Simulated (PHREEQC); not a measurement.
A solution holds 150 mmol/kgw HF, 80 mmol/kgw NH4HF2 and 42 mmol/kgw H2SiF6, at 25 °C. Closed to the air; pH follows from the charge balance.

All values are PHREEQC results (ion-association model, phreeqc.dat), not measurements.

```json
{
  "pH": "1.65",
  "ionic_strength": "0.150 mol/kgw",
  "activity_of_water": "0.992",
  "density": "1.004 g/cm³",
  "total_alkalinity": "-482 meq/kg"
}
```

```
species  molality  activity   log γ
-------  --------  --------  ------
HF          0.274     0.284   0.015
NH4+       0.0800    0.0567  -0.150
SiF6-2     0.0420    0.0138  -0.483
H+         0.0277    0.0224  -0.092
HF2-       0.0121   0.00920  -0.119
F-         0.0116   0.00845  -0.137
NH3       1.39e-9   1.44e-9   0.015
```

No solid was allowed to form. Complexes and solids missing from the database can't appear. SiF6-2 is the database's only silicon fluoride.
